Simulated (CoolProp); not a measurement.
Methane along the isobar 87.1 bar: Z from the reference equation and from simpler models built on Tc = -82.6 °C, pc = 45.99 bar, ω = 0.011; each cubic takes its own stable root.

The numbers come from the reference Helmholtz-energy equation of state, Setzmann 1991 in CoolProp.

| T (°C) | phase | reference |
|---|---|---|
| -111.65 | liquid | 0.2945 |
| -101.35 | liquid | 0.2938 |
| -91.05 | liquid | 0.2984 |
| -80.75 | supercritical | 0.3117 |
| -70.45 | supercritical | 0.3436 |
| -60.05 | supercritical | 0.4198 |
| -49.75 | supercritical | 0.5298 |
| -39.45 | supercritical | 0.6205 |
| -29.15 | supercritical | 0.6876 |
| -18.85 | supercritical | 0.7387 |
| -8.45 | supercritical | 0.7793 |
| 1.85 | supercritical | 0.8118 |
| 12.15 | supercritical | 0.8387 |
| 22.45 | supercritical | 0.8611 |
| 32.75 | supercritical | 0.8802 |
| 43.05 | supercritical | 0.8965 |

**Question.** How far does each simpler model (van der Waals, Peng-Robinson) lie from the reference over these 16 states: mean and median of the absolute difference, and the worst?

**Answer.** 
- van der Waals: mean 14.3 %, median 5.7 %, worst +39.7 % at -111.65 °C and 87.1 bar
- Peng-Robinson: mean 3.1 %, median 2.6 %, worst -8.2 % at -111.65 °C and 87.1 bar
